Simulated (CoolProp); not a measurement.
Model: reference Helmholtz-energy equation of state, Akasaka 2015, in CoolProp.

**Question.** For R245fa, give the phase and the density (kg/m³), cv (kJ/(kg K)), Joule-Thomson coefficient (K/MPa), isothermal compressibility (1/MPa) at 440 K and 3.04 MPa.

**Answer.** 
- 440 K and 3.04 MPa: gas; density 164, cv 1.14, Joule-Thomson coefficient 11.9, isothermal compressibility 0.550
